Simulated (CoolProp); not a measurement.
Vapour pressure (MPa) of CHF3 (R23): the reference equation beside estimates from Tc = 299.3 K, pc = 4.832 MPa, ω = 0.263. Clausius-Clapeyron is anchored at 174.5 K with a constant enthalpy of vaporisation of 17.67 kJ/mol.

The numbers come from the reference Helmholtz-energy equation of state, Penoncello 2003 in CoolProp.

```csv
T (K),reference,Clausius-Clapeyron,van der Waals,Soave-Redlich-Kwong,Peng-Robinson
174.5,0.03479,0.03479,0.3550,0.03372,0.03472
180.7,0.05323,0.05284,0.4351,0.05194,0.05304
186.9,0.07883,0.07807,0.5267,0.07738,0.07848
193,0.1127,0.1118,0.6287,0.1113,0.1122
199.2,0.1581,0.1575,0.7450,0.1568,0.1574
205.4,0.2166,0.2174,0.8749,0.2159,0.2157
211.6,0.2906,0.2944,1.019,0.2908,0.2896
217.7,0.3811,0.3901,1.175,0.3828,0.3800
223.9,0.4937,0.5112,1.348,0.4975,0.4928
230.1,0.6300,0.6602,1.537,0.6365,0.6294
236.2,0.7899,0.8381,1.739,0.8001,0.7903
242.4,0.9820,1.055,1.960,0.9967,0.9837
248.6,1.207,1.313,2.199,1.227,1.211
```

Absolute difference from the reference over all 13 rows, mean and median: Clausius-Clapeyron 2.9 and 1.3 %, van der Waals 339.8 and 250.7 %, Soave-Redlich-Kwong 1.3 and 1.2 %, Peng-Robinson 0.3 and 0.3 %.
